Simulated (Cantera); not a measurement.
A closed system holds: 1 mol n-butane, 0.11 mol NH3, 1.7 mol N2, equilibrated at 1 atm.

Cantera equilibrium calculation (NASA polynomials, part measured and part estimated; ideal gas, pure solids and liquids). Candidate condensed phases: C, C6H6, C7H8, C8H18; 110 gas species. Ions and electrons are included (thermal ionisation). Equilibrium is a limit: real reactors are often held back by kinetics, nucleation or transport.

Which condensed phases are stable at each of these points (T (K)): 3000, 3250, 3500, 3750, 4000, 4250, 4500, 4750, 5000?


| T (K) | condensed phases | C condensed (%) |
|---|---|---|
| 3000 | C(graphite) | 70.6 |
| 3250 | C(graphite) | 50.8 |
| 3500 | C(graphite) | 6.3 |
| 3750 | gas only | 0.0 |
| 4000 | gas only | 0.0 |
| 4250 | gas only | 0.0 |
| 4500 | gas only | 0.0 |
| 4750 | gas only | 0.0 |
| 5000 | gas only | 0.0 |

From 3000 K to 3500 K the condensed part is C(graphite). From 3750 K to 5000 K nothing is condensed.
